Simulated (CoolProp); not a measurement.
A simple Rankine cycle with chlorine: condensing at 314.15 K, boiler at 4.37 MPa, turbine inlet 382.3 K, turbine efficiency 0.9, pump efficiency 0.8, no recuperator. Each further row changes one setting.

Model: reference Helmholtz-energy equation of state, Thol 2021, in CoolProp.

| case | thermal efficiency (%) | net work (kJ/kg) | heat in (kJ/kg) | turbine exit temperature (K) | volume ratio over the turbine |
|---|---|---|---|---|---|
| as stated | 13.2 | 30.4 | 230 | 314.2 | 3.42 |
| turbine inlet 402.3 K | 13.6 | ___ | 251 | 314.2 | 3.13 |
| condensing temperature 306.15 K | 14.7 | 35.0 | 238 | 306.2 | 4.10 |
| boiler pressure 3.06 MPa | 10.4 | ___ | ___ | 314.2 | 2.24 |
| turbine efficiency 0.8 | 11.6 | 26.7 | 230 | 314.2 | 3.48 |

Problem. What belongs in the gaps?

Solution. 
- turbine inlet 402.3 K, net work (kJ/kg): 34.2
- boiler pressure 3.06 MPa, net work (kJ/kg): 26.4
- boiler pressure 3.06 MPa, heat in (kJ/kg): 253

The expansion ends wet for: as stated; turbine inlet 402.3 K; condensing temperature 306.15 K; boiler pressure 3.06 MPa; turbine efficiency 0.8.
